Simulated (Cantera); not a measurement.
A Cantera script and its output.

```python
import numpy as np
import cantera as ct

gas = ct.Solution("gri30.yaml")
gas.TPX = 1148, 2666, {'H2': 0.56, 'O2': 1, 'N2': 0.81}
reactor = ct.IdealGasConstPressureReactor(gas, energy="off", clone=False)
net = ct.ReactorNet([reactor])
net.rtol, net.atol = 1e-08, 1e-18
show = ['H2', 'O2', 'H', 'OH', 'HO2', 'O']
times = np.geomspace(0.0007, 2, 14)

steps = ct.SolutionArray(gas, extra=["t"])
rows = []
print(f"{'t/s':>10s}{'T/K':>9s}{'P/Pa':>11s}" + "".join(f"{s:>11s}" for s in show))
for t in times:
    while net.time < t:
        t_next = net.step()
        steps.append(gas.state, t=t_next)
    rows.append([np.interp(t, steps.t, y) for y in (steps.T, steps.P, *steps(*show).X.T)])
    print(f"{t:10.3e}{rows[-1][0]:9.1f}{rows[-1][1]:11.4g}" + "".join(f"{x:11.3e}" for x in rows[-1][2:]))
rate = np.gradient(steps.T, steps.t)
print("integrator steps:", len(steps.t))
if steps.T.max() > steps.T[0] + 200:
    print(f"time of steepest temperature rise: {steps.t[rate.argmax()]:.4e} s")
gas.TPX = 1148, 2666, {'H2': 0.56, 'O2': 1, 'N2': 0.81}
gas.equilibrate("TP")
print(f"equilibrium (TP): T = {gas.T:.1f} K  " + "  ".join(f"{s} {gas[s].X[0]:.3e}" for s in show))
```

It prints:

```
       t/s      T/K       P/Pa         H2         O2          H         OH        HO2          O
 7.000e-04   1148.0       2666  2.356e-01  4.216e-01  3.729e-04  6.462e-05  2.362e-06  1.250e-04
 1.291e-03   1148.0       2666  3.061e-02  3.239e-01  9.875e-02  8.744e-03  1.028e-05  4.000e-02
 2.381e-03   1148.0       2666  1.412e-02  3.205e-01  7.137e-02  7.038e-03  1.142e-05  3.809e-02
 4.392e-03   1148.0       2666  9.594e-03  3.300e-01  3.458e-02  5.843e-03  1.259e-05  2.292e-02
 8.100e-03   1148.0       2666  4.241e-03  3.382e-01  9.009e-03  3.838e-03  1.251e-05  9.332e-03
 1.494e-02   1148.0       2666  1.181e-03  3.425e-01  1.209e-03  1.955e-03  9.622e-06  2.492e-03
 2.755e-02   1148.0       2666  2.686e-04  3.439e-01  1.259e-04  9.136e-04  5.007e-06  5.571e-04
 5.081e-02   1148.0       2666  6.574e-05  3.443e-01  1.558e-05  4.562e-04  1.943e-06  1.385e-04
 9.372e-02   1148.0       2666  1.921e-05  3.444e-01  2.597e-06  2.518e-04  7.185e-07  4.195e-05
 1.728e-01   1148.0       2666  6.655e-06  3.444e-01  5.599e-07  1.513e-04  2.853e-07  1.511e-05
 3.188e-01   1148.0       2666  2.628e-06  3.445e-01  1.455e-07  9.664e-05  1.233e-07  6.162e-06
 5.880e-01   1148.0       2666  1.139e-06  3.445e-01  4.300e-08  6.439e-05  5.720e-08  2.738e-06
 1.084e+00   1148.0       2666  5.270e-07  3.445e-01  1.388e-08  4.417e-05  2.826e-08  1.290e-06
 2.000e+00   1148.0       2666  2.554e-07  3.445e-01  4.772e-09  3.094e-05  1.503e-08  6.335e-07
integrator steps: 1667
equilibrium (TP): T = 1148.0 K  H2 1.156e-08  O2 3.444e-01  H 4.748e-11  OH 6.577e-06  HO2 7.024e-09  O 2.872e-08
```

Detailed kinetics in Cantera: GRI-Mech 3.0 (53 species, 325 reactions). Radical loss at walls, strong at low pressure, is not modelled. The temperature is held fixed by assumption; the heat of reaction is taken as removed at once.
